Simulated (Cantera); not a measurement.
## Adiabatic ignition

An adiabatic, constant-volume homogeneous reactor starts with CH₄ : O₂ : N₂ = 1 : 1.54 : 5.78 (molar parts), at 1450 K and 16.0 bar.

Detailed kinetics in Cantera: GRI-Mech 3.0 (53 species, 325 reactions). The pressure lies above the range GRI-Mech 3.0 was tuned for (to about 10 atm). Above 3000 K some thermodynamic fits are extrapolated.

| t (s) | T (K) | P (bar) | x CH₄ | x O₂ | x C₂H₆ | x CH₂CO | x H₂O | x HCN | x HCO |
|---|---|---|---|---|---|---|---|---|---|
| 1.00e-6 | 1450 | 16.0 | 0.120 | 0.185 | 2.99e-10 | <1e-12 | 1.04e-7 | <1e-12 | <1e-12 |
| 2.63e-6 | 1450 | 16.0 | 0.120 | 0.185 | 6.97e-9 | <1e-12 | 7.28e-7 | <1e-12 | 2.32e-12 |
| 6.92e-6 | 1450 | 16.0 | 0.120 | 0.185 | 2.28e-7 | <1e-12 | 6.24e-6 | <1e-12 | 2.81e-11 |
| 1.82e-5 | 1450 | 16.0 | 0.120 | 0.185 | 8.55e-6 | 1.77e-10 | 5.51e-5 | <1e-12 | 4.84e-10 |
| 4.79e-5 | 1452 | 16.0 | 0.120 | 0.185 | 0.000107 | 1.92e-8 | 0.000362 | <1e-12 | 4.57e-9 |
| 0.000126 | 1469 | 16.2 | 0.117 | 0.183 | 0.000736 | 1.51e-6 | 0.00276 | <1e-12 | 5.14e-8 |
| 0.000331 | 3152 | 37.3 | 1.84e-11 | 0.00230 | <1e-12 | <1e-12 | 0.171 | 2.36e-7 | 1.52e-6 |
| 0.000872 | 3152 | 37.3 | 1.84e-11 | 0.00230 | <1e-12 | <1e-12 | 0.171 | 2.36e-7 | 1.52e-6 |
| 0.00229 | 3152 | 37.3 | 1.84e-11 | 0.00230 | <1e-12 | <1e-12 | 0.171 | 2.36e-7 | 1.52e-6 |
| 0.00603 | 3152 | 37.3 | 1.84e-11 | 0.00230 | <1e-12 | <1e-12 | 0.171 | 2.36e-7 | 1.52e-6 |
| 0.0159 | 3152 | 37.3 | 1.84e-11 | 0.00230 | <1e-12 | <1e-12 | 0.171 | 2.36e-7 | 1.52e-6 |
| 0.0418 | 3152 | 37.3 | 1.84e-11 | 0.00230 | <1e-12 | <1e-12 | 0.171 | 2.36e-7 | 1.52e-6 |
| 0.110 | 3152 | 37.3 | 1.84e-11 | 0.00230 | <1e-12 | <1e-12 | 0.171 | 2.36e-7 | 1.52e-6 |
| 0.289 | 3152 | 37.3 | 1.84e-11 | 0.00230 | <1e-12 | <1e-12 | 0.171 | 2.36e-7 | 1.52e-6 |
| 0.760 | 3152 | 37.3 | 1.84e-11 | 0.00230 | <1e-12 | <1e-12 | 0.171 | 2.36e-7 | 1.52e-6 |
| 2.00 | 3152 | 37.3 | 1.84e-11 | 0.00230 | <1e-12 | <1e-12 | 0.171 | 2.36e-7 | 1.52e-6 |
x: mole fraction; the columns are a selection and need not sum to one.

```
Item                                                                  Result
---------------------------------  -----------------------------------------
time of steepest temperature rise                                   0.204 ms
temperature at 2.00 s                                                 3152 K
equilibrium temperature                                               3152 K
x(CH₄) at 2.00 s                   1.84e-11 (gas-phase equilibrium 2.15e-11)
x(O₂) at 2.00 s                      0.00230 (gas-phase equilibrium 0.00230)
x(C₂H₆) at 2.00 s                      <1e-12 (gas-phase equilibrium <1e-12)
```
